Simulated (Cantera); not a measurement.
Feed: 1 mol MgO, 1.4 mol NF3, 7 mol H2, equilibrated at 1898 K and 2.50 mbar.

Equilibrium computed with Cantera from the NASA thermochemical tables; the gas is ideal and each condensed phase is pure. Candidate condensed phases: H2O, Mg, MgF2, MgO, Mg(OH)2; 50 gas species. The numbers say what is thermodynamically allowed, not how fast it happens.

Base state: H2 0.469, HF 0.355, N2 0.0699, H2O 0.0475, MgF2 0.0296, Mg 0.0129, H 0.0107, MgF 0.00508 (mole fractions); condensed: MgO(s).

What changes in the equilibrium state with this change: temperature from 1898 K to 1748 K?


| species | before | after |
|---|---|---|
| H2 | 0.469 | 0.494 |
| HF | 0.355 | 0.377 |
| N2 | 0.0699 | 0.0711 |
| H2O | 0.0475 | 0.0275 |
| Mg | 0.0129 | 0.00174 |
| H | 0.0107 | 0.00321 |
| MgF2 | 0.0296 | 0.0245 |
| MgOH | 3.49e-5 | 3.69e-6 |
| OH | 8.87e-5 | 1.04e-5 |
| MgF | 0.00508 | 0.00129 |
| MgO(s), mol | 0.524 | 0.729 |
